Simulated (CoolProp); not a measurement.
Vapour-liquid equilibrium of R22 (1) + c-C4F8 (RC318) (2) at 59.15 °C; x and y are mole fractions of (1).

Model: multi-fluid Helmholtz-energy mixture model, Kamei 1995 and Platzer 1990; pair parameters Bell 2016, in CoolProp. This equation is an older, rougher fit; its heat capacities, sound speeds and derivatives of the liquid may be far off and weren't checked against measurements.

```json
[
 {"x": "0.05", "bubble pressure, mixture model (bar)": "8.674", "bubble pressure, Raoult's law (bar)": "8.994", "y, mixture model": "0.090", "y, Raoult's law": "0.132"},
 {"x": "0.125", "bubble pressure, mixture model (bar)": "9.717", "bubble pressure, Raoult's law (bar)": "10.17", "y, mixture model": "0.238", "y, Raoult's law": "0.293"},
 {"x": "0.2", "bubble pressure, mixture model (bar)": "11.12", "bubble pressure, Raoult's law (bar)": "11.34", "y, mixture model": "0.378", "y, Raoult's law": "0.420"},
 {"x": "0.275", "bubble pressure, mixture model (bar)": "12.75", "bubble pressure, Raoult's law (bar)": "12.51", "y, mixture model": "0.496", "y, Raoult's law": "0.524"},
 {"x": "0.35", "bubble pressure, mixture model (bar)": "14.46", "bubble pressure, Raoult's law (bar)": "13.68", "y, mixture model": "0.589", "y, Raoult's law": "0.610"},
 {"x": "0.425", "bubble pressure, mixture model (bar)": "16.12", "bubble pressure, Raoult's law (bar)": "14.85", "y, mixture model": "0.661", "y, Raoult's law": "0.682"},
 {"x": "0.5", "bubble pressure, mixture model (bar)": "17.64", "bubble pressure, Raoult's law (bar)": "16.02", "y, mixture model": "0.716", "y, Raoult's law": "0.744"},
 {"x": "0.575", "bubble pressure, mixture model (bar)": "18.99", "bubble pressure, Raoult's law (bar)": "17.19", "y, mixture model": "0.761", "y, Raoult's law": "0.797"},
 {"x": "0.65", "bubble pressure, mixture model (bar)": "20.17", "bubble pressure, Raoult's law (bar)": "18.36", "y, mixture model": "0.800", "y, Raoult's law": "0.843"},
 {"x": "0.725", "bubble pressure, mixture model (bar)": "21.20", "bubble pressure, Raoult's law (bar)": "19.54", "y, mixture model": "0.835", "y, Raoult's law": "0.884"},
 {"x": "0.8", "bubble pressure, mixture model (bar)": "22.11", "bubble pressure, Raoult's law (bar)": "20.71", "y, mixture model": "0.871", "y, Raoult's law": "0.921"},
 {"x": "0.875", "bubble pressure, mixture model (bar)": "22.90", "bubble pressure, Raoult's law (bar)": "21.88", "y, mixture model": "0.911", "y, Raoult's law": "0.953"},
 {"x": "0.95", "bubble pressure, mixture model (bar)": "23.54", "bubble pressure, Raoult's law (bar)": "23.05", "y, mixture model": "0.960", "y, Raoult's law": "0.982"}
]
```

The largest gap from Raoult's law is +10.5 % in bubble pressure, at x = 0.575. No azeotrope shows between x = 0.05 and 0.95.

Pair parameters are fitted to limited data, so mixtures are less certain than the pure fluids. The gap from Raoult's law changes sign with composition, which may be real or a fault of the pair parameters; it wasn't checked against measurements.
